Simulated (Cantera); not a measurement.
## N2O furnace oxynitridation

An isothermal, constant-pressure homogeneous reactor starts with N₂O : H₂O = 1 : 0.04 (molar parts), at 1175 K and 750 Torr.

Cantera simulation using GRI-Mech 3.0 (53 species, 325 reactions); the numbers are that mechanism's predictions, not measurements. GRI-Mech 3.0 was tuned for natural gas; its chemistry of N2O as a main component is partial and can be far from experiment. The mechanism lacks the step 2 NO + O2 → 2 NO2, which can matter for NO2 below about 1400 K. The temperature is held fixed by assumption; the heat of reaction is taken as removed at once.

```csv
t (s),x N₂O,x H₂O,x NO,x OH,x H₂,x HO₂
7.00e-6,0.962,0.0385,1.01e-7,3.85e-8,<1e-12,2.32e-10
3.33e-5,0.962,0.0385,1.00e-6,3.71e-7,5.97e-12,1.26e-8
0.000159,0.961,0.0385,5.66e-6,1.82e-6,3.67e-10,3.36e-7
0.000756,0.961,0.0385,2.72e-5,4.79e-6,8.79e-9,3.39e-6
0.00360,0.959,0.0384,0.000113,7.37e-6,5.67e-8,3.67e-6
0.0171,0.951,0.0383,0.000465,9.83e-6,6.73e-8,2.22e-6
0.0817,0.914,0.0378,0.00225,1.24e-5,2.73e-8,1.06e-6
0.389,0.764,0.0359,0.00979,1.40e-5,1.72e-8,3.38e-7
1.85,0.382,0.0309,0.0273,1.18e-5,1.13e-8,9.04e-8
8.82,0.0459,0.0266,0.0366,5.47e-6,3.09e-9,2.24e-8
42.0,4.15e-5,0.0260,0.0360,1.20e-6,3.57e-10,6.84e-9
200,2.86e-7,0.0260,0.0360,1.19e-6,3.53e-10,6.82e-9
```
x: mole fraction; the columns are a selection and need not sum to one.

Equilibrium at this temperature and pressure: N₂O 1.18e-8, H₂O 0.0260, NO 0.000183, OH 1.21e-6, H₂ 3.43e-10, HO₂ 7.13e-9 (gas phase only).
